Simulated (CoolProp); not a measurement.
Vapour-liquid equilibrium of R22 (1) + R11 (2) at 54.35 °C; x and y are mole fractions of (1).

Computed with CoolProp (multi-fluid Helmholtz-energy mixture model, Kamei 1995 and Jacobsen 1992; pair parameters Bell 2016).

```tsv
x	bubble pressure (bar)	y at the bubble point	dew pressure at overall composition x (bar)	liquid density (mol/L)
0.05	3.897	0.324	2.814	10.32
0.125	5.583	0.543	3.047	10.48
0.2	7.119	0.655	3.320	10.64
0.275	8.538	0.725	3.646	10.81
0.35	9.869	0.774	4.042	10.97
0.425	11.14	0.811	4.530	11.13
0.5	12.37	0.842	5.148	11.29
0.575	13.60	0.869	5.952	11.45
0.65	14.83	0.893	7.034	11.60
0.725	16.10	0.916	8.546	11.76
0.8	17.43	0.938	10.73	11.91
0.875	18.84	0.961	13.91	12.05
0.95	20.36	0.984	18.17	12.18
```

No azeotrope shows between x = 0.05 and 0.95.

Pair parameters are fitted to limited data, so mixtures are less certain than the pure fluids. The gap from Raoult's law changes sign with composition, which may be real or a fault of the pair parameters; it wasn't checked against measurements.
